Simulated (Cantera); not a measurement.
A perfectly stirred reactor is fed with NO : N2 = 1 : 0.12 (molar parts), at 1.01 bar; it is held at 1500 K, and followed from long to short residence time.

Cantera simulation using GRI-Mech 3.0 (53 species, 325 reactions); the numbers are that mechanism's predictions, not measurements.

x: mole fraction; the columns are a selection and need not sum to one.

```
τ (s)     x NO      x O   x N2      x O2     x NO2     x N2O
-------  -----  -------  -----  --------  --------  --------
8.1      0.796  9.34e-7  0.155    0.0468   0.00208  0.000211
3.1      0.850      [?]    [?]       [?]       [?]  0.000240
1.2      0.875  4.71e-7  0.116   0.00790   0.00110  0.000250
0.45     0.886  3.58e-7  0.110   0.00276  0.000820  0.000245
0.17     0.890  2.84e-7  0.108  0.000833  0.000624  0.000220
0.066    0.892  2.11e-7  0.107  0.000188  0.000428  0.000173
0.025    0.892  1.29e-7  0.107   2.32e-5  0.000215  0.000110
0.0097   0.893  7.43e-8  0.107   2.08e-6   8.30e-5   5.68e-5
0.0037   0.893  5.02e-8  0.107   1.99e-7   2.96e-5   2.49e-5
0.0014   0.893      [?]  0.107       [?]       [?]       [?]
0.00054  0.893  3.75e-8  0.107   3.93e-9   4.02e-6   3.95e-6
```

Q: Some entries are withheld; supply them.

A: 
- 3.1, x O: 6.54e-7
- 3.1, x N2: 0.128
- 3.1, x O2: 0.0200
- 3.1, x NO2: 0.00152
- 0.0014, x O: 4.10e-8
- 0.0014, x O2: 2.44e-8
- 0.0014, x NO2: 1.07e-5
- 0.0014, x N2O: 1.00e-5
